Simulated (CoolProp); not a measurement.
Vapour-liquid equilibrium of isohexane (1) + n-heptane (2) at 184.35 °C; x and y are mole fractions of (1).

Values from CoolProp's multi-fluid Helmholtz-energy mixture model, Lemmon 2006 and Span 2003; pair parameters Bell 2016.

| x | bubble pressure (MPa) | y at the bubble point | dew pressure at overall composition x (MPa) | liquid density (mol/L) |
|---|---|---|---|---|
| 0.05 | 0.7819 | 0.086 | 0.7649 | 5.188 |
| 0.15 | 0.8619 | 0.238 | (withheld) | 5.209 |
| 0.25 | 0.9432 | 0.368 | 0.8690 | 5.229 |
| 0.35 | 1.026 | 0.482 | 0.9311 | 5.245 |
| 0.45 | 1.112 | 0.583 | 1.002 | (withheld) |
| 0.55 | 1.200 | 0.674 | 1.083 | (withheld) |
| 0.65 | 1.292 | 0.757 | 1.176 | 5.274 |
| 0.75 | 1.387 | 0.832 | 1.284 | 5.274 |
| 0.85 | 1.486 | 0.903 | 1.411 | 5.265 |
| 0.95 | 1.591 | 0.968 | 1.560 | 5.247 |

**Question.** Some entries are withheld; supply them.

**Answer.** 
- 0.15, dew pressure at overall composition x (MPa): 0.8139
- 0.45, liquid density (mol/L): 5.259
- 0.55, liquid density (mol/L): 5.269

No azeotrope shows between x = 0.05 and 0.95.

Pair parameters are fitted to limited data, so mixtures are less certain than the pure fluids.
